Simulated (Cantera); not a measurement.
**Thermodynamics of silicon epitaxy and polysilicon growth, feed SiH2Cl2 + Cl2 + H2**

Charge: 1 mol SiH2Cl2, 0.0048 mol Cl2, 10 mol H2, held at 50.3 Torr.

Method: chemical equilibrium by Gibbs-energy minimisation in Cantera with the NASA 1993 tables (ideal gas, pure condensed phases). Candidate condensed phases: Si; 19 gas species. The tables' values for SiCl3 are old estimates; treat these amounts as uncertain. Kinetics and transport are ignored.

| T (K) | x H2 | x HCl | x SiCl2 | x SiCl4 | x SiCl3 | n Si(s) |
|---|---|---|---|---|---|---|
| 1298 | 0.886 | 0.0794 | 0.0189 | 0.00687 | 0.00466 | 0.595 |
| 1323 | 0.883 | 0.0833 | 0.0215 | 0.00515 | 0.00450 | 0.594 |
| 1348 | 0.879 | 0.0864 | 0.0238 | 0.00377 | 0.00423 | 0.593 |
| 1373 | 0.877 | 0.0889 | 0.0259 | 0.00269 | 0.00388 | 0.591 |
| 1398 | 0.875 | 0.0907 | 0.0277 | 0.00190 | 0.00351 | 0.588 |
| 1423 | 0.873 | 0.0919 | 0.0292 | 0.00132 | 0.00312 | 0.585 |
| 1448 | 0.872 | 0.0928 | 0.0304 | 0.000918 | 0.00275 | 0.582 |
| 1473 | 0.872 | 0.0933 | 0.0314 | 0.000636 | 0.00242 | 0.579 |
x: gas mole fraction; n: condensed amount in mol.

From 1298 K to 1473 K the condensed part is Si(s). The main Si-bearing gas is SiCl2 throughout. The share of Si in condensed phases is highest at 1298 K (59.5 %) and lowest at 1473 K (57.9 %).
